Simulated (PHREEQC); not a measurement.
Solution (21 °C): 0.056 mol/kgw NH4HF2, 0.00036 mol/kgw (NH4)2SiF6, 0.00099 mol/kgw H3BO3 and 0.00063 mol/kgw HCl. It is in equilibrium with CO2 at log p = -3.4 (atm). Otherwise closed; pH follows from the charge balance.

All values are PHREEQC results (ion-association model, phreeqc.dat), not measurements.

Each row changes one thing in this solution. No solid was allowed to form.

```tsv
case	pH	ionic strength (mol/kgw)	F- (mol/kgw)	HF (mol/kgw)	HF2- (mol/kgw)	BF2(OH)2- (mol/kgw)	SI of Quartz (SiO2)
as made	3.07	0.0581	0.0475	0.0448	0.00789	1.91e-7	-9.31
HCl from 0.00063 to 6.3e-05 mol/kgw	3.08	0.0581	0.0480	0.0442	0.00788	1.96e-7	-9.30
diluted 2-fold with water	3.11	0.0294	0.0258	0.0237	0.00227	3.45e-7	-7.93
HCl left out	3.08	0.0581	0.0481	0.0442	0.00788	1.96e-7	-9.30
```

SiF6-2 is the database's only silicon fluoride. Real BF4- forms and hydrolyses slowly; the run takes it at equilibrium.
